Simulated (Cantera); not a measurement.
Charge: 1 mol Fe2O3, 0.017 mol Cl2, held at 97.0 mbar.

Equilibrium computed with Cantera from the NASA thermochemical tables; the gas is ideal and each condensed phase is pure. Candidate condensed phases: Fe, FeCl2, FeCl3, FeO, Fe2O3, Fe3O4; 13 gas species. The numbers say what is thermodynamically allowed, not how fast it happens.

**Question.** Which condensed phases are stable at each of these points (T (K)): 1223, 1273, 1323, 1373, 1423, 1473, 1523, 1573, 1623, 1673, 1723, 1773?

**Answer.** 
```
T (K)  condensed phases  Fe condensed (%)
-----  ----------------  ----------------
1223           Fe2O3(s)              99.8
1273           Fe2O3(s)              99.7
1323           Fe2O3(s)              99.6
1373           Fe2O3(s)              99.6
1423           Fe2O3(s)              99.5
1473           Fe2O3(s)              99.4
1523           Fe2O3(s)              99.4
1573           Fe2O3(s)              99.3
1623           Fe3O4(s)              99.4
1673           Fe3O4(s)              99.4
1723           Fe3O4(s)              99.4
1773           Fe3O4(s)              99.4
```

From 1223 K to 1573 K the condensed part is Fe2O3(s). From 1623 K to 1773 K the condensed part is Fe3O4(s).
